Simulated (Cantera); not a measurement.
What does this Cantera script print?

```python
import numpy as np
import cantera as ct

gas_names = [...]  # 113 gases of nasa_gas.yaml made of C, H, O, Ti
cond_names = """
    C(gr) C6H6(L) C7H8(L) C8H18(L),n-octa H2O(s) H2O(L) Ti(a) Ti(b) Ti(L) TiC(s) TiC(L) TiO(a) TiO(b)
    TiO(L) TiO2(ru) TiO2(L) Ti2O3(a) Ti2O3(b) Ti2O3(L) Ti3O5(a) Ti3O5(b) Ti3O5(L) Ti4O7(s) Ti4O7(L)
""".split()


# ... load() reads the species with a 1 bar reference pressure and builds the phases ...
atoms = {
    'Ti(OiPr)4': {'Ti': 1, 'C': 12, 'H': 28, 'O': 4},
    'H2': {'H': 2},
}
top_T = {'C(gr)': 4500}  # K; cautious upper limits of use, not melting points


# ... equilibrate(T, P, feed) seeds the gas with the atoms and calls Mixture.equilibrate('TP', solver="vcs", rtol=1e-11, max_steps=5000) ...
results = []
feed = {'Ti(OiPr)4': 1, 'H2': 1.3}  # mol
P = 1333.22  # Pa
for T in [1075, 1150, 1225, 1300, 1375, 1450, 1525, 1600, 1675, 1750, 1825]:
    mix = equilibrate(T, P, feed)
    results.append((T, P, feed, dict(zip(mix.species_names, mix.species_moles))))

top = {s: max(r[3][s] / sum(r[3][g] for g in gas_names) for r in results) for s in gas_names}
cols = sorted((s for s in top if top[s] > 0.0001), key=lambda s: -top[s])[:7]
seen = [c for c in cond_names if any(r[3].get(c, 0) > 1e-12 for r in results)]
print("log10 of partial pressures in bar; condensed amounts in mol")
print(f"{'T/K':>10s}" + "".join(f"{s[:9]:>10s}" for s in cols + seen))
for T, P, feed, n in results:
    ng = sum(n[g] for g in gas_names)
    print(f"{T:10.4g}" + "".join(f"{np.log10(max(n[s] / ng * P / 1e5, 1e-99)):10.3f}" for s in cols)
          + "".join(f"{n.get(c, 0):10.4g}" for c in seen))
```

Result:

```
log10 of partial pressures in bar; condensed amounts in mol
       T/K        H2        CO         H       CH4       H2O C2H2,acet     C(gr)    TiC(s)  Ti3O5(b)  Ti4O7(s)
      1075    -1.935    -2.768    -8.801    -5.216    -5.601   -10.058     9.746         0         0      0.25
      1150    -1.937    -2.754    -8.096    -5.504    -6.019    -9.349     9.664         0    0.3333         0
      1225    -1.962    -2.615    -7.488    -5.806    -6.284    -8.752     7.955    0.6414    0.1195         0
      1300    -1.976    -2.559    -6.944    -6.056    -6.575    -8.215     6.999         1         0         0
      1375    -1.976    -2.559    -6.453    -6.255    -6.872    -7.726     6.999         1         0         0
      1450    -1.976    -2.559    -6.012    -6.433    -7.138    -7.288     6.999         1         0         0
      1525    -1.976    -2.559    -5.614    -6.594    -7.377    -6.894     6.999         1         0         0
      1600    -1.976    -2.559    -5.253    -6.740    -7.593    -6.537     6.999         1         0         0
      1675    -1.976    -2.559    -4.923    -6.872    -7.790    -6.212     6.998         1         0         0
      1750    -1.977    -2.559    -4.622    -6.993    -7.970    -5.917     6.996         1         0         0
      1825    -1.978    -2.559    -4.345    -7.105    -8.135    -5.646     6.993         1         0         0
```

Cantera equilibrium calculation (NASA polynomials, part measured and part estimated; ideal gas, pure solids and liquids). The feed counts by its element totals alone. Mutual solubility and eutectic melting of coexisting phases are not modelled. TiC: taken at fixed stoichiometry. Condensed phases not in the tables: Magnéli phases beyond Ti4O7.
